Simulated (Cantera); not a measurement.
Feed: 1 mol SiCl4, 1.6 mol NO, 4.9 mol N2, 0.2 mol N2O, held at 1.33 mbar.

Equilibrium computed with Cantera from the NASA thermochemical tables; the gas is ideal and each condensed phase is pure. Candidate condensed phases: Si, SiO2, Si2N2O, Si3N4; 23 gas species. The tables' values for SiCl3 are old estimates; treat these amounts as uncertain. The tables hold silica as quartz up to 1696 K and as liquid above; real silica turns to tridymite and cristobalite and melts near 1996 K. The numbers say what is thermodynamically allowed, not how fast it happens. All values below are at 1800 K.

Base state: N2 0.595, Cl 0.387, SiO 0.0120, Cl2 0.00200, SiCl4 0.00174, SiCl2 0.00119, SiCl3 0.00113 (mole fractions); condensed: SiO2(condensed).

Q: What changes in the equilibrium state with this change: pressure from 1.33 mbar to 0.100 bar?

A: 
```csv
species,before,after
N2,0.595,0.657
Cl,0.387,0.263
Cl2,0.00200,0.0691
SiO,0.0120,1.35e-6
SiCl4,0.00174,0.0110
SiCl2,0.00119,2.92e-6
NO,1.59e-6,2.29e-5
SiCl3,0.00113,0.000141
"SiO2(condensed), mol",0.840,0.900
```

Q: What changes in the equilibrium state with this change: SiCl4 replaced by SiH4?

A: 
```csv
species,before,after
N2,0.595,0.719
H2,0,0.231
SiO,0.0120,0.0352
Cl,0.387,0
H2O,0,0.0108
H,0,0.00471
Cl2,0.00200,0
"SiO2(condensed), mol",0.840,0.711
```
Further candidate phases: H2O.
